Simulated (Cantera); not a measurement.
Cantera run:

```python
import numpy as np
import cantera as ct

gas_names = [...]  # 115 gases of nasa_gas.yaml made of C, Ca, H, O
cond_names = """
    C(gr) C6H6(L) C7H8(L) C8H18(L),n-octa Ca(a) Ca(b) Ca(L) CaCO3(caL) CaO(s) CaO(L) CaO2H2(s) H2O(s)
    H2O(L)
""".split()


# ... load() reads the species with a 1 bar reference pressure and builds the phases ...
atoms = {
    'Ca(OH)2': {'Ca': 1, 'O': 2, 'H': 2},
    'H2O': {'H': 2, 'O': 1},
    'CO2': {'C': 1, 'O': 2},
}
top_T = {'C(gr)': 4500}  # K; cautious upper limits of use, not melting points


# ... equilibrate(T, P, feed) seeds the gas with the atoms and calls Mixture.equilibrate('TP', solver="vcs", rtol=1e-11, max_steps=5000) ...
results = []
feed = {'Ca(OH)2': 1, 'H2O': 0.067, 'CO2': 0.01}  # mol
P = 370  # Pa
for T in [748, 823, 898, 973, 1048, 1123, 1198, 1273, 1348, 1423, 1498, 1573]:
    mix = equilibrate(T, P, feed)
    results.append((T, P, feed, dict(zip(mix.species_names, mix.species_moles))))

top = {s: max(r[3][s] / sum(r[3][g] for g in gas_names) for r in results) for s in gas_names}
cols = sorted((s for s in top if top[s] > 1e-06), key=lambda s: -top[s])[:7]
seen = [c for c in cond_names if any(r[3].get(c, 0) > 1e-12 for r in results)]
print("log10 of partial pressures in bar; condensed amounts in mol")
print(f"{'T/K':>10s}" + "".join(f"{s[:9]:>10s}" for s in cols + seen))
for T, P, feed, n in results:
    ng = sum(n[g] for g in gas_names)
    print(f"{T:10.4g}" + "".join(f"{np.log10(max(n[s] / ng * P / 1e5, 1e-99)):10.3f}" for s in cols)
          + "".join(f"{n.get(c, 0):10.4g}" for c in seen))
```

Output:

```
log10 of partial pressures in bar; condensed amounts in mol
       T/K       H2O       CO2        H2        O2        OH        CO         H    CaO(s)
       748    -2.436    -4.464   -11.125   -11.427   -13.200   -13.947   -18.104         1
       823    -2.436    -4.464   -10.080   -10.383   -11.908   -12.666   -16.175         1
       898    -2.436    -4.464    -9.207    -9.512   -10.830   -11.602   -14.564         1
       973    -2.436    -4.464    -8.467    -8.773    -9.917   -10.703   -13.200         1
      1048    -2.436    -4.464    -7.831    -8.140    -9.134    -9.934   -12.028         1
      1123    -2.436    -4.464    -7.279    -7.590    -8.455    -9.269   -11.010         1
      1198    -2.436    -4.464    -6.795    -7.109    -7.862    -8.688   -10.119         1
      1273    -2.436    -4.464    -6.367    -6.685    -7.337    -8.177    -9.331         1
      1348    -2.436    -4.464    -5.987    -6.308    -6.872    -7.723    -8.629         1
      1423    -2.436    -4.465    -5.645    -5.971    -6.455    -7.318    -8.000         1
      1498    -2.437    -4.466    -5.338    -5.667    -6.080    -6.955    -7.434         1
      1573    -2.438    -4.468    -5.060    -5.393    -5.741    -6.628    -6.921         1
```

Cantera equilibrium calculation (NASA polynomials, part measured and part estimated; ideal gas, pure solids and liquids).
